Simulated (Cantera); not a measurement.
A closed system holds: 1 mol SiCl4, 1.6 mol HCl, 30 mol N2, 0.67 mol NH3, equilibrated at 0.133 bar.

These are equilibrium values from Cantera (NASA tables, ideal gas, pure condensed phases), not measurements of a reactor. Candidate condensed phases: NH4Cl, Si, Si3N4; 28 gas species. Equilibrium is a limit: real reactors are often held back by kinetics, nucleation or transport.

What share of the Si ends up in condensed phases as a function of T (K), at 1275, 1300, 1325, 1350, 1375, 1400, 1425, 1450?


| T (K) | Si condensed (%) | as |
|---|---|---|
| 1275 | 27.8 | Si3N4(s) |
| 1300 | 27.5 | Si3N4(s) |
| 1325 | 27.0 | Si3N4(s) |
| 1350 | 26.2 | Si3N4(s) |
| 1375 | 25.0 | Si3N4(s) |
| 1400 | 23.3 | Si3N4(s) |
| 1425 | 20.8 | Si3N4(s) |
| 1450 | 17.6 | Si3N4(s) |
